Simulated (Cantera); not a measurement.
## Premixed flame

A freely propagating, adiabatic, planar premixed flame of CH3OH : O2 : N2 = 1 : 1.72 : 6.48 (molar parts), equivalence ratio 0.87, unburnt at 700 K and 360 Torr; mixture-averaged transport, grid criteria slope 0.08 and curve 0.16, no radiation.

Computed with Cantera and GRI-Mech 3.0 (53 species, 325 reactions). GRI-Mech 3.0 was tuned for natural gas; its chemistry of methanol as a main component is partial and can be far from experiment. Burning velocities carry a grid error of a few per cent, more on coarse grids.

```json
[
 {"z (mm)": "-1.51", "T (K)": "700", "u (m/s)": "1.78", "x CH3OH": "0.108", "x O2": "0.187", "x N2O": "<1e-8", "x CH4": "2.89e-8", "x CO": "9.19e-6", "x NO": "<1e-8"},
 {"z (mm)": "-1.01", "T (K)": "702", "u (m/s)": "1.79", "x CH3OH": "0.108", "x O2": "0.186", "x N2O": "<1e-8", "x CH4": "2.75e-7", "x CO": "0.000101", "x NO": "<1e-8"},
 {"z (mm)": "-0.756", "T (K)": "710", "u (m/s)": "1.81", "x CH3OH": "0.107", "x O2": "0.184", "x N2O": "<1e-8", "x CH4": "1.14e-6", "x CO": "0.000469", "x NO": "<1e-8"},
 {"z (mm)": "-0.504", "T (K)": "756", "u (m/s)": "1.95", "x CH3OH": "0.104", "x O2": "0.179", "x N2O": "<1e-8", "x CH4": "5.75e-6", "x CO": "0.00272", "x NO": "1.09e-8"},
 {"z (mm)": "-0.252", "T (K)": "1022", "u (m/s)": "2.71", "x CH3OH": "0.0807", "x O2": "0.154", "x N2O": "<1e-8", "x CH4": "3.11e-5", "x CO": "0.0173", "x NO": "1.10e-7"},
 {"z (mm)": "-0.126", "T (K)": "1352", "u (m/s)": "3.68", "x CH3OH": "0.0451", "x O2": "0.123", "x N2O": "2.55e-8", "x CH4": "6.31e-5", "x CO": "0.0384", "x NO": "3.53e-7"},
 {"z (mm)": "0", "T (K)": "1717", "u (m/s)": "4.80", "x CH3OH": "0.00703", "x O2": "0.0876", "x N2O": "5.13e-8", "x CH4": "7.92e-5", "x CO": "0.0639", "x NO": "8.63e-7"},
 {"z (mm)": "0.126", "T (K)": "1840", "u (m/s)": "5.18", "x CH3OH": "0.000107", "x O2": "0.0649", "x N2O": "6.22e-8", "x CH4": "2.28e-5", "x CO": "0.0634", "x NO": "1.54e-6"},
 {"z (mm)": "0.252", "T (K)": "1871", "u (m/s)": "5.25", "x CH3OH": "4.38e-7", "x O2": "0.0527", "x N2O": "6.83e-8", "x CH4": "2.36e-6", "x CO": "0.0529", "x NO": "2.31e-6"},
 {"z (mm)": "0.504", "T (K)": "1915", "u (m/s)": "5.34", "x CH3OH": "<1e-8", "x O2": "0.0441", "x N2O": "7.24e-8", "x CH4": "1.52e-8", "x CO": "0.0389", "x NO": "4.02e-6"},
 {"z (mm)": "1.01", "T (K)": "1974", "u (m/s)": "5.47", "x CH3OH": "<1e-8", "x O2": "0.0397", "x N2O": "7.33e-8", "x CH4": "<1e-8", "x CO": "0.0292", "x NO": "7.55e-6"},
 {"z (mm)": "2.02", "T (K)": "2050", "u (m/s)": "5.65", "x CH3OH": "<1e-8", "x O2": "0.0369", "x N2O": "7.93e-8", "x CH4": "<1e-8", "x CO": "0.0251", "x NO": "1.45e-5"},
 {"z (mm)": "4.03", "T (K)": "2137", "u (m/s)": "5.85", "x CH3OH": "<1e-8", "x O2": "0.0340", "x N2O": "9.27e-8", "x CH4": "<1e-8", "x CO": "0.0218", "x NO": "2.87e-5"}
]
```
x: mole fraction of selected species; z is measured from the peak of heat release.

```json
{
  "laminar_burning_velocity": "177 cm/s",
  "thermal_thickness": "0.504 mm",
  "peak x(CH4)": "8.33e-5",
  "peak x(CO)": "0.0670",
  "grid_points": "150"
}
```
